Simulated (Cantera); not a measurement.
Mixture: CO : H₂ : O₂ : N₂ : H₂O = 1 : 1.1 : 0.875 : 3.29 : 0.69 (molar parts), equivalence ratio 1.2, at 500000 Pa, adiabatic and at constant pressure. Ignition delay is the time to a rise of 400 K.

Model: GRI-Mech 3.0 (53 species, 325 reactions), integrated in Cantera. The hydrogen kinetics of GRI-Mech 3.0 are dated; newer H2 mechanisms differ, most at raised pressure. Below about 950 K walls govern HO2 and H2O2 in real vessels.

What does this change do: H2O 0.69 to 0.35 parts?


```json
[
 {"quantity": "delay at 875 K", "before": "0.208 s", "after": "0.186 s"},
 {"quantity": "delay at 925 K", "before": "51.4 ms", "after": "44.2 ms"},
 {"quantity": "delay at 975 K", "before": "14.3 ms", "after": "11.6 ms"},
 {"quantity": "delay at 1025 K", "before": "4.27 ms", "after": "3.23 ms"},
 {"quantity": "delay at 1075 K", "before": "1.33 ms", "after": "0.896 ms"},
 {"quantity": "delay at 1125 K", "before": "0.406 ms", "after": "0.229 ms"},
 {"quantity": "apparent activation energy between 1025 and 1125 K", "before": "230 kJ/mol", "after": "250 kJ/mol"}
]
```
